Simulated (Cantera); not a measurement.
Input (Python, Cantera):

```python
import numpy as np
import cantera as ct

gas = ct.Solution("gri30.yaml")
gas.TPX = 1850, 3500, {'NO': 1.6, 'N2': 0.11}
reactor = ct.IdealGasConstPressureReactor(gas, energy="off", clone=False)
net = ct.ReactorNet([reactor])
net.rtol, net.atol = 1e-08, 1e-18
show = ['NO', 'N2O', 'N2', 'O2', 'NO2', 'O']
times = np.geomspace(5e-05, 40, 12)

steps = ct.SolutionArray(gas, extra=["t"])
rows = []
print(f"{'t/s':>10s}{'T/K':>9s}{'P/Pa':>11s}" + "".join(f"{s:>11s}" for s in show))
for t in times:
    while net.time < t:
        t_next = net.step()
        steps.append(gas.state, t=t_next)
    rows.append([np.interp(t, steps.t, y) for y in (steps.T, steps.P, *steps(*show).X.T)])
    print(f"{t:10.3e}{rows[-1][0]:9.1f}{rows[-1][1]:11.4g}" + "".join(f"{x:11.3e}" for x in rows[-1][2:]))
rate = np.gradient(steps.T, steps.t)
print("integrator steps:", len(steps.t))
if steps.T.max() > steps.T[0] + 200:
    print(f"time of steepest temperature rise: {steps.t[rate.argmax()]:.4e} s")
gas.TPX = 1850, 3500, {'NO': 1.6, 'N2': 0.11}
gas.equilibrate("TP")
print(f"equilibrium (TP): T = {gas.T:.1f} K  " + "  ".join(f"{s} {gas[s].X[0]:.3e}" for s in show))
```

Result:

```
       t/s      T/K       P/Pa         NO        N2O         N2         O2        NO2          O
 5.000e-05   1850.0       3500  9.357e-01  5.479e-07  6.433e-02  3.107e-10  1.736e-09  5.470e-07
 1.720e-04   1850.0       3500  9.357e-01  1.882e-06  6.433e-02  3.687e-09  2.045e-08  1.871e-06
 5.919e-04   1850.0       3500  9.357e-01  6.434e-06  6.433e-02  4.320e-08  2.328e-07  6.314e-06
 2.037e-03   1850.0       3500  9.356e-01  2.167e-05  6.433e-02  5.161e-07  2.435e-06  2.050e-05
 7.007e-03   1850.0       3500  9.355e-01  6.912e-05  6.434e-02  7.573e-06  1.884e-05  6.062e-05
 2.411e-02   1850.0       3500  9.351e-01  1.832e-04  6.445e-02  1.227e-04  5.635e-05  1.262e-04
 8.295e-02   1850.0       3500  9.335e-01  3.041e-04  6.515e-02  8.520e-04  6.762e-05  1.541e-04
 2.854e-01   1850.0       3500  9.279e-01  3.151e-04  6.794e-02  3.644e-03  7.752e-05  1.674e-04
 9.820e-01   1850.0       3500  9.084e-01  2.941e-04  7.769e-02  1.335e-02  1.041e-04  1.989e-04
 3.379e+00   1850.0       3500  8.417e-01  2.371e-04  1.110e-01  4.661e-02  1.620e-04  2.772e-04
 1.163e+01   1850.0       3500  6.375e-01  1.217e-04  2.132e-01  1.486e-01  2.202e-04  4.291e-04
 4.000e+01   1850.0       3500  2.495e-01  1.652e-05  4.072e-01  3.425e-01  1.337e-04  6.159e-04
integrator steps: 821
equilibrium (TP): T = 1850.0 K  NO 5.998e-03  N2O 5.248e-08  N2 5.290e-01  O2 4.643e-01  NO2 3.775e-06  O 7.066e-04
```

Cantera simulation using GRI-Mech 3.0 (53 species, 325 reactions); the numbers are that mechanism's predictions, not measurements. Radical loss at walls, strong at low pressure, is not modelled.
